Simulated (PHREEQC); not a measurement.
Dissolve 0.015 mol/kgw H3BO3, 0.014 mol/kgw K2HPO4 and 0.3 mol/kgw NaCl at 25 °C. Closed to the air; pH follows from the charge balance.

Equilibrium calculation in PHREEQC: ion-association model, phreeqc.dat.

```tsv
quantity	before	after
pH	7.86	8.05
SI of Halite (NaCl)	-2.93	-4.77
SI of Sylvite (KCl)	-3.32	-5.13
```

Which change was made?
(A) 0.015 mol/kgw HNO3 added
(B) diluted 10-fold with water
(C) K2HPO4 from 0.014 to 0.0014 mol/kgw
(D) 0.36 mol/kgw Na2CO3 added
(E) H3BO3 left out

B, diluted 10-fold with water

This is a speciation only: nothing precipitates in the calculation.
